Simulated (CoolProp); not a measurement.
Properties of the fluoroketone C6F12O (FK-5-1-12) along the isotherm 134.55 °C.

The numbers come from the reference Helmholtz-energy equation of state, McLinden 2015 in CoolProp.

```json
[
 {"p (MPa)": "0.0719", "phase": "gas", "expansivity (1/kK)": "2.623", "fugacity coefficient": "0.9820"},
 {"p (MPa)": "0.144", "phase": "gas", "expansivity (1/kK)": "2.813", "fugacity coefficient": "0.9641"},
 {"p (MPa)": "0.216", "phase": "gas", "expansivity (1/kK)": "3.027", "fugacity coefficient": "0.9463"},
 {"p (MPa)": "0.288", "phase": "gas", "expansivity (1/kK)": "3.269", "fugacity coefficient": "0.9285"},
 {"p (MPa)": "0.359", "phase": "gas", "expansivity (1/kK)": "3.542", "fugacity coefficient": "0.9111"},
 {"p (MPa)": "0.431", "phase": "gas", "expansivity (1/kK)": "3.861", "fugacity coefficient": "0.8934"},
 {"p (MPa)": "0.503", "phase": "gas", "expansivity (1/kK)": "4.234", "fugacity coefficient": "0.8757"},
 {"p (MPa)": "0.575", "phase": "gas", "expansivity (1/kK)": "4.678", "fugacity coefficient": "0.8581"},
 {"p (MPa)": "0.647", "phase": "gas", "expansivity (1/kK)": "5.217", "fugacity coefficient": "0.8404"},
 {"p (MPa)": "0.719", "phase": "gas", "expansivity (1/kK)": "5.886", "fugacity coefficient": "0.8227"},
 {"p (MPa)": "0.791", "phase": "gas", "expansivity (1/kK)": "6.744", "fugacity coefficient": "0.8048"},
 {"p (MPa)": "0.863", "phase": "gas", "expansivity (1/kK)": "7.896", "fugacity coefficient": "0.7868"},
 {"p (MPa)": "0.935", "phase": "gas", "expansivity (1/kK)": "9.542", "fugacity coefficient": "0.7686"}
]
```
